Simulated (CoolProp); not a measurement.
Properties of n-undecane along the isobar 958 kPa.

Model: reference Helmholtz-energy equation of state, Aleksandrov 2011, in CoolProp. It is a short technical equation, of lower accuracy than the large ones.

```
T (°C)   phase  Joule-Thomson coefficient (K/MPa)  isothermal compressibility (1/MPa)
------  ------  ---------------------------------  ----------------------------------
264.35  liquid                             0.1084                             0.01026
276.15  liquid                             0.2029                             0.01265
287.95  liquid                         (withheld)                             0.01608
299.75  liquid                         (withheld)                          (withheld)
311.45  liquid                             0.7954                             0.03033
323.25     gas                              19.46                               1.701
335.05     gas                         (withheld)                               1.561
346.85     gas                              14.14                          (withheld)
```

Problem. What belongs in the gaps?

Solution. 
- 287.95, Joule-Thomson coefficient (K/MPa): 0.3299
- 299.75, Joule-Thomson coefficient (K/MPa): 0.5119
- 299.75, isothermal compressibility (1/MPa): 0.02136
- 335.05, Joule-Thomson coefficient (K/MPa): 16.34
- 346.85, isothermal compressibility (1/MPa): 1.469
